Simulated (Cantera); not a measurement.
Cantera run:

```python
import numpy as np
import cantera as ct

gas_names = [...]  # 131 gases of nasa_gas.yaml made of C, H, O
cond_names = """
    C(gr) C6H6(L) C7H8(L) C8H18(L),n-octa H2O(s) H2O(L)
""".split()


# ... load() reads the species with a 1 bar reference pressure and builds the phases ...
atoms = {
    'C3H8': {'C': 3, 'H': 8},
    'H2O': {'H': 2, 'O': 1},
}
top_T = {'C(gr)': 4500}  # K; cautious upper limits of use, not melting points


# ... equilibrate(T, P, feed) seeds the gas with the atoms and calls Mixture.equilibrate('TP', solver="vcs", rtol=1e-11, max_steps=5000) ...
results = []
feed = {'C3H8': 1, 'H2O': 0.55}  # mol
P = 1400  # Pa
for T in [2500, 3000, 3500, 4000, 4500, 5000]:
    mix = equilibrate(T, P, feed)
    results.append((T, P, feed, dict(zip(mix.species_names, mix.species_moles))))
    x = sorted(zip(gas.X, gas.species_names), reverse=True)
    print(f"T = {T:g} K  P = {P:g} Pa  gas = {mix.phase_moles(0):.4g} mol")
    print("   x: " + "  ".join(f"{s} {v:.3e}" for v, s in x if v > 0.001))
    print("   condensed (mol): " + ("  ".join(f"{mix.phase(i).name} {mix.phase_moles(i):.4g}"
          for i in range(1, mix.n_phases) if mix.phase_moles(i) > 1e-12) or "none"))
```

Result:

```
T = 2500 K  P = 1400 Pa  gas = 5.604 mol
   x: H2 7.143e-01  H 1.796e-01  CO 9.815e-02  C2H2,acetylene 7.727e-03
   condensed (mol): C(gr) 2.36
T = 3000 K  P = 1400 Pa  gas = 7.907 mol
   x: H 6.457e-01  H2 2.341e-01  CO 6.956e-02  C3 2.228e-02  C2H2,acetylene 1.456e-02  C2H 6.903e-03  C 3.620e-03  C2 2.264e-03
   condensed (mol): C(gr) 1.485
T = 3500 K  P = 1400 Pa  gas = 10.63 mol
   x: H 7.999e-01  C 5.788e-02  CO 5.176e-02  C3 4.238e-02  H2 2.569e-02  C2 1.740e-02  C2H 4.023e-03
   condensed (mol): none
T = 4000 K  P = 1400 Pa  gas = 11.84 mol
   x: H 7.620e-01  C 1.731e-01  CO 4.646e-02  C2 1.121e-02  C3 3.555e-03  H2 3.199e-03
   condensed (mol): none
T = 4500 K  P = 1400 Pa  gas = 12.07 mol
   x: H 7.527e-01  C 1.990e-01  CO 4.548e-02  C2 1.908e-03
   condensed (mol): none
T = 5000 K  P = 1400 Pa  gas = 12.12 mol
   x: H 7.507e-01  C 2.028e-01  CO 4.378e-02  O 1.619e-03
   condensed (mol): none
```

Equilibrium computed with Cantera from the NASA thermochemical tables; the gas is ideal and each condensed phase is pure.
